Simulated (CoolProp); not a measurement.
Saturated liquid density (kg/m³) of carbonyl sulfide: the reference equation beside estimates from Tc = 105.6 °C, pc = 6.369 MPa, ω = 0.098. Rackett uses Z = 0.29056 − 0.08775 ω.

Model: reference Helmholtz-energy equation of state, Lemmon 2006, in CoolProp. It is a short technical equation, of lower accuracy than the large ones.

| T (°C) | reference | Rackett | van der Waals |
|---|---|---|---|
| -71.95 | 1220 | 1194 | 782.3 |
| -64.15 | 1204 | 1179 | 772.7 |
| -56.25 | 1187 | 1163 | 762.6 |
| -48.35 | 1170 | 1147 | 752.2 |
| -40.45 | 1153 | 1130 | 741.5 |
| -32.55 | 1136 | 1113 | 730.4 |
| -24.75 | 1118 | 1096 | 719.1 |
| -16.85 | 1100 | 1078 | 707.3 |
| -8.95 | 1081 | 1059 | 694.9 |
| -1.05 | 1061 | 1040 | 682.1 |
| 6.85 | 1040 | 1020 | 668.8 |
| 14.65 | 1020 | 1000 | 655.0 |
| 22.55 | 997.4 | 978.9 | 640.4 |
| 30.45 | 974.1 | 956.5 | 625.0 |

Absolute difference from the reference over all 14 rows, mean and median: Rackett 2.0 and 2.0 %, van der Waals 35.7 and 35.7 %.
